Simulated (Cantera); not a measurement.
A perfectly stirred reactor is fed with CH4 : H2 = 0.022 : 1 (molar parts), at 0.158 atm; it is held at 1600 K, and followed from long to short residence time.

Cantera simulation using GRI-Mech 3.0 (53 species, 325 reactions); the numbers are that mechanism's predictions, not measurements. GRI-Mech 3.0 stops at C3 and has no aromatics, soot or wall deposition, so with more carbon than oxygen in the feed, carbon stays in small species such as C2H2 where larger ones or solid carbon would form.

Question: What does this change do: temperature 1600 to 2800 K?

Answer: 
| quantity | before | after |
|---|---|---|
| x(CH4) at τ = 1.50 s | 0.0161 | 6.27e-6 |
| x(H2) at τ = 1.50 s | 0.981 | 0.806 |
| x(C2H) at τ = 1.50 s | 1.14e-9 | 0.000267 |
| x(CH3) at τ = 1.50 s | 4.31e-5 | 2.38e-5 |
| x(H) at τ = 1.50 s | 0.000129 | 0.185 |
| x(CH4) at τ = 31.0 ms | 0.0213 | 2.17e-5 |
| x(H2) at τ = 31.0 ms | 0.978 | 0.824 |
| x(C2H) at τ = 31.0 ms | 2.40e-11 | 0.000236 |
| x(CH3) at τ = 31.0 ms | 5.04e-5 | 7.21e-5 |
| x(H) at τ = 31.0 ms | 0.000114 | 0.166 |

Question: What does this change do: pressure from 0.158 atm to 0.316 atm?

Answer: 
```json
[
 {"quantity": "x(CH4) at τ = 1.50 s", "before": "0.0161", "after": "0.0157"},
 {"quantity": "x(H2) at τ = 1.50 s", "before": "0.981", "after": "0.981"},
 {"quantity": "x(C2H) at τ = 1.50 s", "before": "1.14e-9", "after": "8.74e-10"},
 {"quantity": "x(CH3) at τ = 1.50 s", "before": "4.31e-5", "after": "3.01e-5"},
 {"quantity": "x(H) at τ = 1.50 s", "before": "0.000129", "after": "9.29e-5"},
 {"quantity": "x(CH4) at τ = 31.0 ms", "before": "0.0213", "after": "0.0213"},
 {"quantity": "x(H2) at τ = 31.0 ms", "before": "0.978", "after": "0.978"},
 {"quantity": "x(C2H) at τ = 31.0 ms", "before": "2.40e-11", "after": "2.76e-11"},
 {"quantity": "x(CH3) at τ = 31.0 ms", "before": "5.04e-5", "after": "3.86e-5"},
 {"quantity": "x(H) at τ = 31.0 ms", "before": "0.000114", "after": "8.76e-5"}
]
```
